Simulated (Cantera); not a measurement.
An isothermal, constant-pressure homogeneous reactor starts with CO : O2 : H2O : N2 = 0.0055 : 0.019 : 0.0002 : 1 (molar parts), equivalence ratio 0.14, at 1273 K and 75.0 Torr.

Model: GRI-Mech 3.0 (53 species, 325 reactions), integrated in Cantera.

**Question.** Predict: x(CO) at 2.00 s; x(O2) at 2.00 s; x(H2O) at 2.00 s; x(NO) at 2.00 s; x(HO2) at 2.00 s; x(NO2) at 2.00 s.

**Answer.** 
- x(CO) at 2.00 s = 1.24e-5 (gas-phase equilibrium 1.20e-8)
- x(O2) at 2.00 s = 0.0159 (gas-phase equilibrium 0.0158)
- x(H2O) at 2.00 s = 0.000192 (gas-phase equilibrium 0.000196)
- x(NO) at 2.00 s = 1.27e-6 (gas-phase equilibrium 0.000102)
- x(HO2) at 2.00 s = 3.24e-8 (gas-phase equilibrium 1.03e-10)
- x(NO2) at 2.00 s = 1.62e-9 (gas-phase equilibrium 1.07e-7)
